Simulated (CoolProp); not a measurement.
The fluid at 72.76 K and 15 MPa is throttled through a valve to 5.45 MPa with no heat exchange. The same conditions are run with several fluids, on thermodynamics alone (safety and materials aside).

Values from CoolProp's reference Helmholtz-energy equation of state of each fluid (dry air: Lemmon 2000; oxygen: Schmidt 1985; nitrogen: Span 2000; carbon monoxide: Lemmon 2006; fluorine: de Reuck 1990). Blends and air are pseudo-pure fits.

```
fluid            temperature change (K)  final density (kg/m³)
---------------  ----------------------  ---------------------
dry air                            +3.8                    898
oxygen                             +3.4                   1220
nitrogen                           +3.8                    822
carbon monoxide                    +3.7                    827
fluorine                           +2.9                   1580
```
